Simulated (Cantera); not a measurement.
Charge: 1 mol Si3N4, 0.2 mol H2O, 26 mol N2, 0.87 mol CO2, held at 1750 °C and 1200 Torr.

Cantera equilibrium calculation (NASA polynomials, part measured and part estimated; ideal gas, pure solids and liquids). Candidate condensed phases: C, C6H6, C7H8, C8H18, H2O, Si, SiC, SiO2, Si2N2O, Si3N4; 151 gas species. Mutual solubility and eutectic melting of coexisting phases are not modelled. Kinetics and transport are ignored.

Base state: N2 0.969, CO 0.0201, H2 0.00702, SiO 0.00290, HCN 0.000347, H 0.000126, HNC 2.06e-5 (mole fractions); condensed: SiC(s) + Si2N2O(s).

### Question
What changes in the equilibrium state with this change: temperature from 1750 °C to 1177 °C?

### Answer
| species | before | after |
|---|---|---|
| N2 | 0.969 | 0.976 |
| CO | 0.0201 | 0.0162 |
| H2 | 0.00702 | 0.00734 |
| SiO | 0.00290 | 8.51e-8 |
| H | 0.000126 | 6.40e-7 |
| HNC | 2.06e-5 | 8.86e-7 |
| SiC(s), mol | 0.306 | 0 |
| Si2N2O(s), mol | 1.31 | 1.50 |
| C(graphite), mol | 0 | 0.428 |

### Question
What changes in the equilibrium state with this change: pressure from 1200 Torr to 10.0 Torr?

### Answer
| species | before | after |
|---|---|---|
| N2 | 0.969 | 0.924 |
| SiO | 0.00290 | 0.0470 |
| CO | 0.0201 | 0.0170 |
| Si | 8.14e-6 | 0.00427 |
| Si2 | 2.04e-8 | 4.68e-5 |
| Si2C | 2.46e-7 | 0.000129 |
| Si2N | 7.35e-7 | 0.000150 |
| SiN | 2.50e-6 | 0.000117 |
| SiC(s), mol | 0.306 | 0.347 |
| Si2N2O(s), mol | 1.31 | 0 |
| Si(l), mol | 0 | 1.07 |
The tables' values for SiN are old estimates; treat these amounts as uncertain.

### Question
What changes in the equilibrium state with this change: pressure from 1200 Torr to 3.38 Torr?

### Answer
```json
[
 {"species": "N2", "before": "0.969", "after": "0.915"},
 {"species": "SiO", "before": "0.00290", "after": "0.0466"},
 {"species": "CO", "before": "0.0201", "after": "0.0169"},
 {"species": "Si", "before": "8.14e-6", "after": "0.0127"},
 {"species": "Si3", "before": "<1e-9", "after": "2.94e-5"},
 {"species": "Si2", "before": "2.04e-8", "after": "0.000139"},
 {"species": "Si2C", "before": "2.46e-7", "after": "0.000382"},
 {"species": "Si2N", "before": "7.35e-7", "after": "0.000258"},
 {"species": "SiN", "before": "2.50e-6", "after": "0.000200"},
 {"species": "SiC(s), mol", "before": "0.306", "after": "0.340"},
 {"species": "Si2N2O(s), mol", "before": "1.31", "after": "0"},
 {"species": "Si(l), mol", "before": "0", "after": "0.791"}
]
```
The tables' values for SiN are old estimates; treat these amounts as uncertain.
